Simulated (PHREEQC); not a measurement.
Consider water at 25 °C with 0.072 mol MgCl2, 0.00017 mol Na2CO3 and 9.1e-05 mol MgSO4 per kg of water. Closed to the air; pH follows from the charge balance.

All values are PHREEQC results (ion-association model, phreeqc.dat), not measurements.

Precipitation was switched off in this run.

Problem. Order these C species by the share of C that they hold, largest first: MgHCO3+, CO3-2, HCO3-, MgCO3.

Solution. HCO3- (49 %), MgCO3 (31 %), MgHCO3+ (15 %), CO3-2 (4.7 %)

The pH is 8.92 and the ionic strength 0.216 mol/kgw.
